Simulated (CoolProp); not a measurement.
Vapour-liquid equilibrium of isobutene (1) + acetone (2) at 7.25 °C; x and y are mole fractions of (1).

The numbers come from the multi-fluid Helmholtz-energy mixture model, Lemmon 2005 and Lemmon 2006; pair parameters Bell 2016 in CoolProp.

```csv
x,bubble pressure (bar),y at the bubble point,dew pressure at overall composition x (bar),liquid density (mol/L)
0.05,0.3594,?,0.1420,13.67
0.2,0.8633,0.864,?,13.14
0.35,?,?,0.2057,12.64
0.5,1.309,0.926,0.2649,12.17
0.65,?,0.939,0.3717,?
0.8,1.518,0.955,0.6205,11.33
0.95,1.658,0.984,1.491,10.98
```

Task: Complete the blanks.

Result: 
- 0.05, y at the bubble point: 0.637
- 0.2, dew pressure at overall composition x (bar): 0.1680
- 0.35, bubble pressure (bar): 1.152
- 0.35, y at the bubble point: 0.908
- 0.65, bubble pressure (bar): 1.413
- 0.65, liquid density (mol/L): 11.73

No azeotrope shows between x = 0.05 and 0.95.

Pair parameters are fitted to limited data, so mixtures are less certain than the pure fluids. With so large a gap from Raoult's law the liquid may split in two, which this calculation doesn't test in full.
